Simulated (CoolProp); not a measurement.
Vapour-liquid equilibrium of isopentane (1) + R365MFC (2) at 1.8 MPa; x and y are mole fractions of (1).

Computed with CoolProp (multi-fluid Helmholtz-energy mixture model, Lemmon 2006 and Lemmon 2016; pair parameters Bell 2016).

### Question
Give the bubble temperature and the first vapour's composition at x = 0.05, 0.2, 0.8. Is there an azeotrope?

### Answer
x = 0.05: 423.1 K, y = 0.082; x = 0.2: 415.8 K, y = 0.277; x = 0.8: 411.7 K, y = 0.747. y crosses x between x = 0.575 and 0.65: the model has an azeotrope there.

The pair parameters rest on a limited set of measurements; away from them the model extrapolates.
